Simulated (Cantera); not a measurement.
Source: NASA polynomial tables (part measured, part estimated), evaluated in Cantera. Values are per mole of reaction as written; species without (g) are pure solids or liquids, kept so even where they would boil at 1 bar.

4 Li + O2(g) = 2 Li2O

```
T (K)  ΔH° (kJ)  ΔS° (J/K)  ΔG° (kJ)  log10 K
-----  --------  ---------  --------  -------
700           …          …         …        …
800     -1212.1     -280.0    -988.2    64.52
900           …          …         …        …
1000          …          …         …        …
1100    -1205.6     -274.0    -904.2    42.93
1200    -1202.7     -271.5    -876.9    38.17
1300    -1199.3     -268.8    -849.9    34.15
1400    -1195.7     -266.1    -823.1    30.71
```

What belongs in the gaps?


- 700, ΔH° (kJ): -1212.9
- 700, ΔS° (J/K): -281.0
- 700, ΔG° (kJ): -1016.2
- 700, log10 K: 75.83
- 900, ΔH° (kJ): -1210.7
- 900, ΔS° (J/K): -278.3
- 900, ΔG° (kJ): -960.2
- 900, log10 K: 55.73
- 1000, ΔH° (kJ): -1208.8
- 1000, ΔS° (J/K): -276.3
- 1000, ΔG° (kJ): -932.5
- 1000, log10 K: 48.71
